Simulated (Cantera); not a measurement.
Cantera run:

```python
import numpy as np
import cantera as ct

gas_names = """
    CL CLO CL2 N NO NO2 NO3 N2 N2O O O2 O3 Si SiCL SiCL2 SiCL3 SiCL4 SiN SiO SiO2 Si2 Si2N Si3
""".split()
cond_names = """
    Si(cr) Si(L) SiO2(Lqz) SiO2(hqz) SiO2(L) Si2N2O(s) Si3N4(a)
""".split()


# ... load() reads the species with a 1 bar reference pressure and builds the phases ...
atoms = {
    'SiCl4': {'Si': 1, 'CL': 4},
    'NO': {'N': 1, 'O': 1},
    'N2': {'N': 2},
}
top_T = {'Si2N2O(s)': 2100, 'Si3N4(a)': 2400}  # K; cautious upper limits of use, not melting points


# ... equilibrate(T, P, feed) seeds the gas with the atoms and calls Mixture.equilibrate('TP', solver="vcs", rtol=1e-11, max_steps=5000) ...
results = []
feed = {'SiCl4': 1, 'NO': 0.49, 'N2': 2.8}  # mol
P = 1333.22  # Pa
for T in [623, 673, 723, 773, 823, 873, 923, 973, 1023, 1073, 1123, 1173, 1223]:
    mix = equilibrate(T, P, feed)
    results.append((T, P, feed, dict(zip(mix.species_names, mix.species_moles))))

top = {s: max(r[3][s] / sum(r[3][g] for g in gas_names) for r in results) for s in gas_names}
cols = sorted((s for s in top if top[s] > 1e-06), key=lambda s: -top[s])[:6]
seen = [c for c in cond_names if any(r[3].get(c, 0) > 1e-12 for r in results)]
print("log10 of partial pressures in bar; condensed amounts in mol")
print(f"{'T/K':>10s}" + "".join(f"{s[:9]:>10s}" for s in cols + seen))
for T, P, feed, n in results:
    ng = sum(n[g] for g in gas_names)
    print(f"{T:10.4g}" + "".join(f"{np.log10(max(n[s] / ng * P / 1e5, 1e-99)):10.3f}" for s in cols)
          + "".join(f"{n.get(c, 0):10.4g}" for c in seen))
```

Result:

```
log10 of partial pressures in bar; condensed amounts in mol
       T/K        N2     SiCL4       CL2        CL     SiCL3 SiO2(Lqz) SiO2(hqz)
       623    -2.024    -2.630    -2.817    -8.723   -18.938     0.245         0
       673    -2.024    -2.630    -2.817    -7.957   -17.251     0.245         0
       723    -2.024    -2.630    -2.817    -7.296   -15.798     0.245         0
       773    -2.024    -2.630    -2.817    -6.720   -14.534     0.245         0
       823    -2.024    -2.630    -2.817    -6.212   -13.425     0.245         0
       873    -2.024    -2.630    -2.818    -5.762   -12.444         0     0.245
       923    -2.024    -2.630    -2.818    -5.361   -11.570         0     0.245
       973    -2.024    -2.630    -2.819    -5.000   -10.786         0     0.245
      1023    -2.024    -2.630    -2.821    -4.675   -10.080         0     0.245
      1073    -2.025    -2.630    -2.824    -4.380    -9.439         0     0.245
      1123    -2.025    -2.631    -2.830    -4.113    -8.855         0     0.245
      1173    -2.026    -2.632    -2.839    -3.870    -8.319         0     0.245
      1223    -2.028    -2.633    -2.854    -3.650    -7.825         0     0.245
```

Cantera equilibrium calculation (NASA polynomials, part measured and part estimated; ideal gas, pure solids and liquids). The tables hold silica as quartz up to 1696 K and as liquid above; real silica turns to tridymite and cristobalite and melts near 1996 K.
